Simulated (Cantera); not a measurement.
A freely propagating, adiabatic, planar premixed flame of CO : H2 : CH4 : O2 : N2 = 1 : 0.032 : 0.05 : 0.513 : 1.93 (molar parts), equivalence ratio 1.2, unburnt at 650 K and 0.670 bar; mixture-averaged transport, grid criteria slope 0.08 and curve 0.16, no radiation.

Model: GRI-Mech 3.0 (53 species, 325 reactions), integrated in Cantera. Burning velocities carry a grid error of a few per cent, more on coarse grids.

Question: How do the results move with these cheaper or finer settings: unity-Lewis-number transport; multicomponent transport; multicomponent+Soret transport; grid criteria slope 0.5, curve 1; grid criteria slope 0.25, curve 0.5; grid criteria slope 0.03, curve 0.06?

Answer: 
```csv
setting,laminar burning velocity,thermal thickness,peak x(CH3),peak x(HCO),grid points
as above,234 cm/s,0.920 mm,0.000116,1.17e-5,173
unity-Lewis-number transport,153 cm/s,0.810 mm,8.69e-5,9.61e-6,151
multicomponent transport,233 cm/s,0.923 mm,0.000115,1.17e-5,173
multicomponent+Soret transport,225 cm/s,0.921 mm,0.000112,1.14e-5,173
"grid criteria slope 0.5, curve 1",256 cm/s,1.13 mm,0.000103,1.07e-5,47
"grid criteria slope 0.25, curve 0.5",243 cm/s,0.992 mm,0.000112,1.13e-5,74
"grid criteria slope 0.03, curve 0.06",233 cm/s,0.904 mm,0.000117,1.18e-5,383
```
The base run took roughly 30 core-seconds.
Unity Lewis numbers drop preferential diffusion, which matters most where H2 and H carry the flame; Soret adds thermal diffusion.
